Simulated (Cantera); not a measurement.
What does this Cantera script print?

```python
import numpy as np
import cantera as ct

gas_names = """
    Electron H H+ H- HO2 H2 H2+ H2- H2O H2O+ H2O2 H2S H2SO4 H3O+ O O+ O- OH OH+ OH- O2 O2+ O2- O3 S S+
    S- SH SO SO2 SO3 S2 S2O S8
""".split()
cond_names = """
    H2O(s) H2O(L) H2SO4(L) S(cr1) S(cr2) S(L)
""".split()


def load(file, names, dense=False):
    # The tables refer to 1 bar. Condensed volumes are neglected.
    table = {s.name: s for s in ct.Species.list_from_file(file)}
    out = []
    for n in names:
        d = dict(table[n].input_data)
        d["thermo"] = dict(d["thermo"], **{"reference-pressure": 1e5})
        if dense:
            d["equation-of-state"] = {"model": "constant-volume", "density": "1e6 g/cm^3"}
        out.append(ct.Species.from_dict(d))
    return out


gas = ct.Solution(thermo="ideal-gas", species=load("nasa_gas.yaml", gas_names))
cond = {s.name: ct.Solution(thermo="fixed-stoichiometry", species=[s], name=s.name)
        for s in load("nasa_condensed.yaml", cond_names, dense=True)}
atoms = {
    'SO2': {'S': 1, 'O': 2},
    'O2': {'O': 2},
    'H2': {'H': 2},
}
top_T = {}  # K; cautious upper limits of use, not melting points


def equilibrate(T, P, feed):
    n = {}
    for name, mol in feed.items():
        for a, k in atoms[name].items():
            n[a] = n.get(a, 0.0) + k * mol
    gas.TPX = T, P, n
    mass = sum(n.values()) * gas.mean_molecular_weight
    gas.equilibrate("TP")
    valid = [c for c in cond.values() if c.min_temp <= T <= top_T.get(c.name, c.max_temp)]
    mix = ct.Mixture([(gas, mass / gas.mean_molecular_weight)] + [(c, 0.0) for c in valid])
    mix.T, mix.P = T, P
    mix.equilibrate("TP", solver="vcs", rtol=1e-11, max_steps=5000)
    return mix


results = []
feed = {'SO2': 1, 'O2': 0.018, 'H2': 0.14}  # mol
P = 1000  # Pa
for T in [2500, 2750, 3000, 3250, 3500, 3750, 4000, 4250, 4500, 4750, 5000]:
    mix = equilibrate(T, P, feed)
    results.append((T, P, feed, dict(zip(mix.species_names, mix.species_moles))))

top = {s: max(r[3][s] / sum(r[3][g] for g in gas_names) for r in results) for s in gas_names}
cols = sorted((s for s in top if top[s] > 0.001), key=lambda s: -top[s])[:6]
seen = [c for c in cond_names if any(r[3].get(c, 0) > 1e-12 for r in results)]
print("log10 of partial pressures in bar; condensed amounts in mol")
print(f"{'T/K':>10s}" + "".join(f"{s[:9]:>10s}" for s in cols + seen))
for T, P, feed, n in results:
    ng = sum(n[g] for g in gas_names)
    print(f"{T:10.4g}" + "".join(f"{np.log10(max(n[s] / ng * P / 1e5, 1e-99)):10.3f}" for s in cols)
          + "".join(f"{n.get(c, 0):10.4g}" for c in seen))
```

Result:

```
log10 of partial pressures in bar; condensed amounts in mol
       T/K       SO2         O         S        SO         H        O2
      2500    -2.212    -3.507    -3.984    -2.799    -3.479    -3.336
      2750    -2.457    -2.885    -3.399    -2.606    -3.113    -3.065
      3000    -2.953    -2.496    -2.943    -2.608    -3.004    -3.099
      3250    -3.773    -2.307    -2.675    -2.869    -3.032    -3.409
      3500    -4.791    -2.240    -2.569    -3.311    -3.060    -3.867
      3750    -5.811    -2.221    -2.536    -3.793    -3.070    -4.339
      4000    -6.745    -2.215    -2.526    -4.245    -3.072    -4.776
      4250    -7.582    -2.213    -2.523    -4.653    -3.073    -5.167
      4500    -8.330    -2.212    -2.522    -5.019    -3.073    -5.517
      4750    -9.003    -2.212    -2.522    -5.347    -3.074    -5.832
      5000    -9.610    -2.212    -2.522    -5.645    -3.074    -6.115
```

Equilibrium computed with Cantera from the NASA thermochemical tables; the gas is ideal and each condensed phase is pure.
